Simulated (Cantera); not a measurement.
An adiabatic, constant-pressure homogeneous reactor starts with C₃H₈ : O₂ : N₂ : H₂O = 1 : 2.38 : 8.95 : 3.2 (molar parts), at 1475 K and 11.8 atm. Integrator tolerance rtol = 1e-08.

Computed with Cantera and GRI-Mech 3.0 (53 species, 325 reactions). GRI-Mech 3.0 was tuned for natural gas; its chemistry of propane as a main component is partial and can be far from experiment. The pressure lies above the range GRI-Mech 3.0 was tuned for (to about 10 atm).

| quantity | before | after |
|---|---|---|
| time of steepest temperature rise | 32.6 µs | 16.2 ms |
| temperature at 1.00 s | 2349 K | 1989 K |
| equilibrium temperature | 2349 K | 1989 K |
| x(C₃H₈) at 1.00 s | <1e-12 (gas-phase equilibrium <1e-12) | <1e-12 (gas-phase equilibrium <1e-12) |
| x(O₂) at 1.00 s | 1.45e-6 (gas-phase equilibrium 1.45e-6) | 1.23e-8 (gas-phase equilibrium 1.23e-8) |
| x(H₂O) at 1.00 s | 0.226 (gas-phase equilibrium 0.226) | 0.221 (gas-phase equilibrium 0.221) |
| x(C₂H₆) at 1.00 s | <1e-12 (gas-phase equilibrium <1e-12) | <1e-12 (gas-phase equilibrium <1e-12) |
| x(NO) at 1.00 s | 3.51e-5 (gas-phase equilibrium 3.51e-5) | 1.23e-6 (gas-phase equilibrium 1.39e-6) |
| x(CH₂CO) at 1.00 s | 1.95e-12 (gas-phase equilibrium 2.17e-12) | 3.79e-12 (gas-phase equilibrium 4.17e-12) |

**Question.** Which change was made?
A. initial temperature 1475 to 1075 K
B. initial temperature 1475 to 1298 K
C. C3H8 1 to 0.38 parts
D. O2 2.38 to 0.77 parts

**Answer.** A, initial temperature 1475 to 1075 K
